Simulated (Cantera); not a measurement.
## Al₂O₃ + H₂ + N₂ (hydrogen reduction and annealing atmospheres)

A closed system holds: 1 mol Al₂O₃, 140 mol H₂, 3.6 mol N₂, equilibrated at 1.80 bar.

These are equilibrium values from Cantera (NASA tables, ideal gas, pure condensed phases), not measurements of a reactor. Candidate condensed phases: Al, AlN, Al₂O₃, H₂O; 35 gas species. Mutual solubility and eutectic melting of coexisting phases are not modelled. Rates play no part.

From 1100 K to 1250 K the condensed part is Al₂O₃(s). From 1300 K to 1600 K the condensed part is AlN(s) + Al₂O₃(s).

```json
[
 {"T (K)": "1100", "x H₂": "0.975", "x N₂": "0.0250", "x NH₃": "8.71e-5", "x H": "1.90e-8", "n Al₂O₃(s)": "1.000", "n AlN(s)": "0"},
 {"T (K)": "1150", "x H₂": "0.975", "x N₂": "0.0250", "x NH₃": "6.68e-5", "x H": "5.49e-8", "n Al₂O₃(s)": "1.000", "n AlN(s)": "0"},
 {"T (K)": "1200", "x H₂": "0.975", "x N₂": "0.0250", "x NH₃": "5.24e-5", "x H": "1.45e-7", "n Al₂O₃(s)": "1.000", "n AlN(s)": "0"},
 {"T (K)": "1250", "x H₂": "0.975", "x N₂": "0.0250", "x NH₃": "4.19e-5", "x H": "3.56e-7", "n Al₂O₃(s)": "1.000", "n AlN(s)": "0"},
 {"T (K)": "1300", "x H₂": "0.975", "x N₂": "0.0251", "x NH₃": "3.40e-5", "x H": "8.14e-7", "n Al₂O₃(s)": "1.000", "n AlN(s)": "0.000257"},
 {"T (K)": "1350", "x H₂": "0.975", "x N₂": "0.0251", "x NH₃": "2.81e-5", "x H": "1.75e-6", "n Al₂O₃(s)": "1.000", "n AlN(s)": "0.000355"},
 {"T (K)": "1400", "x H₂": "0.975", "x N₂": "0.0251", "x NH₃": "2.35e-5", "x H": "3.58e-6", "n Al₂O₃(s)": "1.000", "n AlN(s)": "0.000478"},
 {"T (K)": "1450", "x H₂": "0.975", "x N₂": "0.0251", "x NH₃": "1.99e-5", "x H": "6.96e-6", "n Al₂O₃(s)": "1.000", "n AlN(s)": "0.000631"},
 {"T (K)": "1500", "x H₂": "0.975", "x N₂": "0.0251", "x NH₃": "1.70e-5", "x H": "1.30e-5", "n Al₂O₃(s)": "1.000", "n AlN(s)": "0.000817"},
 {"T (K)": "1550", "x H₂": "0.975", "x N₂": "0.0251", "x NH₃": "1.47e-5", "x H": "2.32e-5", "n Al₂O₃(s)": "0.999", "n AlN(s)": "0.00104"},
 {"T (K)": "1600", "x H₂": "0.975", "x N₂": "0.0251", "x NH₃": "1.28e-5", "x H": "4.00e-5", "n Al₂O₃(s)": "0.999", "n AlN(s)": "0.00130"}
]
```
x: gas mole fraction; n: condensed amount in mol.
